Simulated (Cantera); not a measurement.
SiO2 + SiCl4 + O2 (oxide etching and cleaning by halides)

A closed system holds: 1 mol SiO2, 1.7 mol SiCl4, 15 mol O2, held at 1875 K and 0.0650 bar.

These are equilibrium values from Cantera (NASA tables, ideal gas, pure condensed phases), not measurements of a reactor. Candidate condensed phases: Si, SiO2; 15 gas species. The tables hold silica as quartz up to 1696 K and as liquid above; real silica turns to tridymite and cristobalite and melts near 1996 K. Kinetics and transport are ignored.

```yaml
x(O2): 0.679
x(Cl): 0.291
x(Cl2): 0.0280
x(ClO): 0.00102
x(O): 0.000778
n(SiO2(condensed)): 2.70 mol
gas_amount: 19.55 mol
log10 activity of Si(l) (absent): -14.66
```
